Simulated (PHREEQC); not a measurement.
Make-up at 52 °C: 0.014 mol/kgw NH4HF2. Closed to the air; pH follows from the charge balance.

All values are PHREEQC results (ion-association model, wateq4f.dat), not measurements.

Each row changes one thing in this solution. This is a speciation only: nothing precipitates in the calculation.

```tsv
case	pH	ionic strength (mol/kgw)	NH3 (mol/kgw)
as made	3.38	0.0145	9.63e-8
diluted 2-fold with water	3.41	0.00742	5.37e-8
diluted 5-fold with water	3.48	0.00315	2.59e-8
diluted 100-fold with water	4.05	0.000230	5.06e-9
NH4HF2 replaced by NH3 at the same molality	9.92	0.000511	0.0135
NH4HF2 replaced by (NH4)2HPO4 at the same molality	7.57	0.0369	0.00253
NH4HF2 from 0.014 to 0.028 mol/kgw	3.36	0.0285	1.75e-7
```

Species that the database lacks are ignored. At this temperature some constants are extrapolated from 25 °C, and those without enthalpy data are left unchanged.
